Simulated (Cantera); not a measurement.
An isothermal, constant-pressure homogeneous reactor starts with 47.6 % C₃H₈, 52.4 % H₂, at 1975 K and 0.0263 atm.

Cantera simulation using GRI-Mech 3.0 (53 species, 325 reactions); the numbers are that mechanism's predictions, not measurements. GRI-Mech 3.0 was tuned for natural gas; its chemistry of propane as a main component is partial and can be far from experiment. GRI-Mech 3.0 stops at C3 and has no aromatics, soot or wall deposition, so with more carbon than oxygen in the feed, carbon stays in small species such as C2H2 where larger ones or solid carbon would form. Radical loss at walls, strong at low pressure, is not modelled.

x: mole fraction; the columns are a selection and need not sum to one.

```json
[
 {"t (s)": "8.00e-6", "x C₃H₈": "0.339", "x H₂": "0.487", "x C₂H₄": "0.0282", "x CH₂": "9.46e-5", "x C₂H₂": "7.97e-5", "x H": "0.00185", "x CH₄": "0.0134"},
 {"t (s)": "2.59e-5", "x C₃H₈": "0.105", "x H₂": "0.417", "x C₂H₄": "0.144", "x CH₂": "0.000314", "x C₂H₂": "0.00615", "x H": "0.00550", "x CH₄": "0.0906"},
 {"t (s)": "8.37e-5", "x C₃H₈": "0.000264", "x H₂": "0.448", "x C₂H₄": "0.131", "x CH₂": "0.000207", "x C₂H₂": "0.119", "x H": "0.00998", "x CH₄": "0.188"},
 {"t (s)": "0.000270", "x C₃H₈": "1.33e-6", "x H₂": "0.541", "x C₂H₄": "0.0402", "x CH₂": "6.52e-5", "x C₂H₂": "0.220", "x H": "0.00485", "x CH₄": "0.164"},
 {"t (s)": "0.000875", "x C₃H₈": "2.17e-7", "x H₂": "0.588", "x C₂H₄": "0.00843", "x CH₂": "3.04e-5", "x C₂H₂": "0.256", "x H": "0.00317", "x CH₄": "0.131"},
 {"t (s)": "0.00283", "x C₃H₈": "[?]", "x H₂": "0.627", "x C₂H₄": "[?]", "x CH₂": "[?]", "x C₂H₂": "0.271", "x H": "0.00300", "x CH₄": "[?]"},
 {"t (s)": "0.00915", "x C₃H₈": "6.55e-9", "x H₂": "0.667", "x C₂H₄": "0.000597", "x CH₂": "1.52e-5", "x C₂H₂": "0.283", "x H": "0.00346", "x CH₄": "0.0419"},
 {"t (s)": "0.0296", "x C₃H₈": "2.26e-10", "x H₂": "0.692", "x C₂H₄": "0.000108", "x CH₂": "9.57e-6", "x C₂H₂": "0.290", "x H": "0.00458", "x CH₄": "0.0117"},
 {"t (s)": "0.0956", "x C₃H₈": "1.69e-12", "x H₂": "0.699", "x C₂H₄": "4.60e-5", "x CH₂": "3.75e-6", "x C₂H₂": "0.293", "x H": "0.00648", "x CH₄": "0.00188"},
 {"t (s)": "0.309", "x C₃H₈": "<1e-12", "x H₂": "0.700", "x C₂H₄": "4.23e-5", "x CH₂": "9.40e-7", "x C₂H₂": "0.293", "x H": "0.00704", "x CH₄": "0.000375"},
 {"t (s)": "1.00", "x C₃H₈": "<1e-12", "x H₂": "0.700", "x C₂H₄": "4.22e-5", "x CH₂": "[?]", "x C₂H₂": "0.293", "x H": "0.00706", "x CH₄": "[?]"}
]
```

### Question
What belongs in the gaps?

### Answer

- 0.00283, x C₃H₈: 5.20e-8
- 0.00283, x C₂H₄: 0.00231
- 0.00283, x CH₂: 2.08e-5
- 0.00283, x CH₄: 0.0885
- 1.00, x CH₂: 4.16e-7
- 1.00, x CH₄: 0.000162
